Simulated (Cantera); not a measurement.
## Equilibrium for chlorosilane synthesis and conversion: Si + HCl + H₂

Input: 1 mol Si, 1.1 mol HCl, 1.6 mol H₂, equilibrated at 188 Torr.

Cantera equilibrium calculation (NASA polynomials, part measured and part estimated; ideal gas, pure solids and liquids). Candidate condensed phases: Si; 19 gas species. The tables' values for SiCl₃ are old estimates; treat these amounts as uncertain. The numbers say what is thermodynamically allowed, not how fast it happens.

```tsv
T (K)	x H₂	x HCl	x SiCl₂	x SiCl₄	x SiHCl₃	x SiCl₃	n Si(s)
1200	0.831	0.0575	0.00938	0.0662	0.0261	0.00842	0.726
1250	0.817	0.0729	0.0164	0.0578	0.0231	0.0115	0.727
1300	0.801	0.0891	0.0264	0.0479	0.0196	0.0146	0.725
1350	0.785	0.105	0.0395	0.0370	0.0158	0.0171	0.719
1400	0.769	0.119	0.0545	0.0264	0.0121	0.0184	0.711
1450	0.755	0.131	0.0698	0.0174	0.00867	0.0182	0.701
1500	0.744	0.139	0.0835	0.0107	0.00592	0.0168	0.691
```
x: gas mole fraction; n: condensed amount in mol.

From 1200 K to 1500 K the condensed part is Si(s). The main Si-bearing gas is SiCl₄ at 1200 K and SiCl₂ at 1500 K. The share of Si in condensed phases is highest at 1250 K (72.7 %) and lowest at 1500 K (69.1 %).
